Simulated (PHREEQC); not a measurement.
A solution holds 4.7 mmol/kgw NaHSO4 and 35 mmol/kgw NaOH, at 25 °C. Closed to the air; pH follows from the charge balance.

Computed with PHREEQC (ion-association model, wateq4f.dat).

Task: The ionic strength comes out as 0.0436 mol/kgw. What activity coefficients do Na+, NaSO4-, OH-, SO4-2 get?

Result: Na+ 0.83, NaSO4- 0.84, OH- 0.82, SO4-2 0.48.

Precipitation was switched off in this run.
